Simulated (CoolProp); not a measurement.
A single-stage vapour-compression cycle with the fluid: evaporating at 243.15 K (dew point), condensing at 280.15 K (bubble point), superheat 8 K, subcooling 8 K, compressor efficiency 0.7, no pressure losses. The same conditions are run with several fluids, on thermodynamics alone (safety and materials aside).

Model: reference Helmholtz-energy equation of state of each fluid (fluoroethane (R161): Wu 2012; ammonia: Gao 2020; R142b: Lemmon 2006; R115: Lemmon 2016; n-perfluorobutane: Gao 2022; R227EA: Lemmon 2016), in CoolProp.

```json
[
 {"fluid": "fluoroethane (R161)", "cooling COP": "4.15", "pressure ratio": "3.86", "discharge temperature (K)": "___", "refrigerating effect (kJ/kg)": "366", "volumetric capacity (kJ/m³)": "1240"},
 {"fluid": "ammonia", "cooling COP": "3.97", "pressure ratio": "4.64", "discharge temperature (K)": "398.0", "refrigerating effect (kJ/kg)": "1250", "volumetric capacity (kJ/m³)": "1250"},
 {"fluid": "R142b", "cooling COP": "4.25", "pressure ratio": "4.68", "discharge temperature (K)": "314.2", "refrigerating effect (kJ/kg)": "205", "volumetric capacity (kJ/m³)": "402"},
 {"fluid": "R115", "cooling COP": "4.08", "pressure ratio": "3.64", "discharge temperature (K)": "292.7", "refrigerating effect (kJ/kg)": "98.6", "volumetric capacity (kJ/m³)": "___"},
 {"fluid": "n-perfluorobutane", "cooling COP": "4.00", "pressure ratio": "___", "discharge temperature (K)": "280.1", "refrigerating effect (kJ/kg)": "81.2", "volumetric capacity (kJ/m³)": "264"},
 {"fluid": "R227EA", "cooling COP": "4.13", "pressure ratio": "4.67", "discharge temperature (K)": "290.9", "refrigerating effect (kJ/kg)": "112", "volumetric capacity (kJ/m³)": "506"}
]
```

Problem. Some entries are withheld; supply them.

Solution. 
- fluoroethane (R161), discharge temperature (K): 329.2
- R115, volumetric capacity (kJ/m³): 1150
- n-perfluorobutane, pressure ratio: 5.13

The compression ends wet for: n-perfluorobutane.
